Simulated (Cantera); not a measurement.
An adiabatic, constant-volume homogeneous reactor starts with 4.79 % C3H8, 20.0 % O2, 75.2 % N2, at 950 K and 500000 Pa.

Cantera simulation using GRI-Mech 3.0 (53 species, 325 reactions); the numbers are that mechanism's predictions, not measurements. GRI-Mech 3.0 was tuned for natural gas; its chemistry of propane as a main component is partial and can be far from experiment. Below about 1000 K GRI-Mech 3.0 lacks low-temperature oxidation paths.

Predict: time of steepest temperature rise; temperature at 1.00 s; equilibrium temperature; x(O2) at 1.00 s; x(N2O) at 1.00 s; x(NO) at 1.00 s.


```json
{
 "time_of_steepest_temperature_rise": "0.405 s",
 "temperature at 1.00 s": "2938 K",
 "equilibrium_temperature": "2938 K",
 "x(O2) at 1.00 s": "0.00359 (gas-phase equilibrium 0.00359)",
 "x(N2O) at 1.00 s": "1.16e-6 (gas-phase equilibrium 1.16e-6)",
 "x(NO) at 1.00 s": "0.00538 (gas-phase equilibrium 0.00538)"
}
```
